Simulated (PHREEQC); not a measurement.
Dissolve 13 mmol/kgw HCl, 0.27 mmol/kgw FeSO4 and 4 mmol/kgw Rb2SO4 at 8 °C. Closed to the air; pH follows from the charge balance.

The numbers come from PHREEQC with the ion-association model, wateq4f.dat.

Question: The ionic strength comes out as 0.0232 mol/kgw. What activity coefficients do HSO4-, SO4-2, FeHSO4+, Fe+2, FeCl+ get?

Answer: HSO4- 0.87, SO4-2 0.57, FeHSO4+ 0.87, Fe+2 0.58, FeCl+ 0.87.

Precipitation was switched off in this run. Complexes and solids missing from the database can't appear. Away from 25 °C the constants follow the database's enthalpies or fits; those with neither stay at their 25 °C values.
